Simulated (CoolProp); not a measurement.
Vapour-liquid equilibrium of acetone (1) + p-xylene (2) at 45.55 °C; x and y are mole fractions of (1).

The numbers come from the multi-fluid Helmholtz-energy mixture model, Lemmon 2006 and Zhou 2012; pair parameters Bell 2016 in CoolProp.

| x | bubble pressure, mixture model (MPa) | bubble pressure, Raoult's law (MPa) | y, mixture model | y, Raoult's law |
|---|---|---|---|---|
| 0.05 | 0.01074 | 0.006817 | 0.686 | 0.511 |
| 0.2 | 0.02628 | 0.01675 | ___ | 0.833 |
| 0.35 | 0.03640 | 0.02668 | 0.927 | 0.915 |
| 0.5 | 0.04408 | 0.03662 | 0.948 | 0.952 |
| 0.65 | 0.05103 | 0.04655 | ___ | 0.974 |
| 0.8 | ___ | 0.05648 | 0.978 | 0.988 |
| 0.95 | 0.06662 | 0.06642 | 0.994 | 0.997 |

### Question
Fill in the missing entries.

### Answer

- 0.2, y, mixture model: 0.886
- 0.65, y, mixture model: 0.963
- 0.8, bubble pressure, mixture model (MPa): 0.05829

The largest gap from Raoult's law is +57.5 % in bubble pressure, at x = 0.05. No azeotrope shows between x = 0.05 and 0.95.

The pair parameters rest on a limited set of measurements; away from them the model extrapolates. With so large a gap from Raoult's law the liquid may split in two, which this calculation doesn't test in full.
